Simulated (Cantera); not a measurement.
Source: NASA polynomial tables (part measured, part estimated), evaluated in Cantera. Values are per mole of reaction as written; species without (g) are pure solids or liquids, kept so even where they would boil at 1 bar.

Between 300 and 2700 K, where is each reaction favourable under standard conditions?
- 2 V2O3 + O2(g) → 2 V2O4


- 2 V2O3 + O2(g) → 2 V2O4: ΔG° is -358 kJ at 300 K and -120 kJ at 2700 K; it stays negative (K > 1). ΔH° is -351 kJ and ΔS° -86 J/K at 2700 K.
